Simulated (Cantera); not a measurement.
Charge: 1 mol Ta2O5, 20 mol H2, 3.2 mol H2O, held at 101000 Pa.

Equilibrium computed with Cantera from the NASA thermochemical tables; the gas is ideal and each condensed phase is pure. Candidate condensed phases: H2O, Ta, Ta2O5; 12 gas species. Rates play no part.

x: gas mole fraction; n: condensed amount in mol.

```tsv
T (°C)	x H2	x H2O	x H	x OH	n Ta2O5(s)	n Ta2O5(l)
550	0.862	0.138	6.77e-12	<1e-12	1.00	0
750	0.862	0.138	3.82e-9	1.61e-12	1.00	0
950	0.862	0.138	___	___	1.00	0
1150	0.862	0.138	6.13e-6	2.13e-8	1.00	0
1350	0.862	0.138	___	___	1.00	0
1550	0.862	0.138	0.000400	4.45e-6	1.00	0
1750	0.860	0.138	0.00175	2.92e-5	1.000	0
1950	0.857	0.137	0.00589	0.000136	0	1.000
```

Problem. Complete the blanks.

Solution. 
- 950, x H: 2.77e-7
- 950, x OH: 4.00e-10
- 1350, x H: 6.38e-5
- 1350, x OH: 4.27e-7
